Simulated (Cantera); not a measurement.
A perfectly stirred reactor is fed with 31.8 % CO, 3.50 % H₂, 13.6 % O₂, 51.2 % N₂, equivalence ratio 1.3, at 1.00 atm; it is adiabatic with a 525 K inlet, and is followed from long to short residence time, starting on the burning branch (τ in s: 0.12, 0.05, 0.02, 0.0083, 0.0034, 0.0014, 0.00056, 0.00023, 9.3e-05, 3.8e-05, 1.5e-05, 6.2e-06).

Computed with Cantera and GRI-Mech 3.0 (53 species, 325 reactions).

Question: Predict: blow-out, bracketed by the residence times tried; x(CO) at τ = 0.120 s; x(H₂) at τ = 0.120 s; x(O₂) at τ = 0.120 s; x(NO) at τ = 0.120 s; x(H₂O₂) at τ = 0.120 s; x(CO) at τ = 0.560 ms; x(H₂) at τ = 0.560 ms; x(O₂) at τ = 0.560 ms; x(NO) at τ = 0.560 ms; x(H₂O₂) at τ = 0.560 ms.

Answer: 
| Property | Value |
|---|---|
| blow-out, bracketed by the residence times tried | burning at 93.0 µs, out at 38.0 µs |
| x(CO) at τ = 0.120 s | 0.112 |
| x(H₂) at τ = 0.120 s | 0.00252 |
| x(O₂) at τ = 0.120 s | 0.00770 |
| x(NO) at τ = 0.120 s | 0.00327 |
| x(H₂O₂) at τ = 0.120 s | 2.10e-8 |
| x(CO) at τ = 0.560 ms | 0.162 |
| x(H₂) at τ = 0.560 ms | 0.00455 |
| x(O₂) at τ = 0.560 ms | 0.0338 |
| x(NO) at τ = 0.560 ms | 0.000141 |
| x(H₂O₂) at τ = 0.560 ms | 1.75e-7 |
